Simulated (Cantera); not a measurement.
An isothermal, constant-pressure homogeneous reactor starts with 0.112 % CO, 6.62 % O2, 0.0121 % H2O, 93.3 % N2, at 998 K and 533 Torr.

Model: GRI-Mech 3.0 (53 species, 325 reactions), integrated in Cantera.

x: mole fraction; the columns are a selection and need not sum to one.

| t (s) | x CO | x O2 | x H2O | x CO2 | x N2O |
|---|---|---|---|---|---|
| 1.00e-5 | 0.00112 | 0.0662 | 0.000121 | <1e-12 | <1e-12 |
| 4.29e-5 | 0.00112 | 0.0662 | 0.000121 | 2.32e-12 | <1e-12 |
| 0.000184 | 0.00112 | 0.0662 | 0.000121 | 9.94e-12 | <1e-12 |
| 0.000788 | 0.00112 | 0.0662 | 0.000121 | 4.28e-11 | <1e-12 |
| 0.00338 | 0.00112 | 0.0662 | 0.000121 | 1.88e-10 | <1e-12 |
| 0.0145 | 0.00112 | 0.0662 | 0.000121 | 9.10e-10 | <1e-12 |
| 0.0621 | 0.00112 | 0.0662 | 0.000121 | 5.90e-9 | 5.85e-12 |
| 0.266 | 0.00112 | 0.0662 | 0.000121 | 8.05e-8 | 9.97e-11 |
| 1.14 | 0.00109 | 0.0662 | 0.000121 | 2.92e-5 | ___ |
| 4.90 | 0.000771 | 0.0660 | 0.000121 | 0.000348 | ___ |
| 21.0 | 0.000187 | 0.0658 | 0.000121 | 0.000933 | ___ |
| 90.0 | 5.07e-6 | 0.0657 | 0.000121 | 0.00111 | ___ |

Q: Some entries are withheld; supply them.

A: 
- 1.14, x N2O: 1.48e-8
- 4.90, x N2O: 1.63e-7
- 21.0, x N2O: 4.75e-7
- 90.0, x N2O: 5.84e-7
